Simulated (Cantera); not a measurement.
Boron, boron nitride and boron oxide: borazine + O2 + H2

A closed system holds: 1 mol borazine, 0.31 mol O2, 12 mol H2, equilibrated at 850 K and 100000 Pa.

These are equilibrium values from Cantera (NASA tables, ideal gas, pure condensed phases), not measurements of a reactor. Candidate condensed phases: B, BN, B2O3, B3O3H3, H2O; 39 gas species. The feed counts by its element totals alone. Gases not in the tables: H3BO3. Rates play no part.

```
Item                                     Result
------------------------------------  ---------
x(H2)                                     0.985
x(N2)                                    0.0127
x(H2O)                                  0.00232
x(NH3)                                 0.000205
x((HBO2)3)                              7.39e-6
n(BN(s))                               2.61 mol
n(B2O3(l))                            0.195 mol
gas amount                            15.19 mol
log10 activity of B(s) (absent)           -9.87
log10 activity of B3O3H3(s) (absent)     -15.61
```
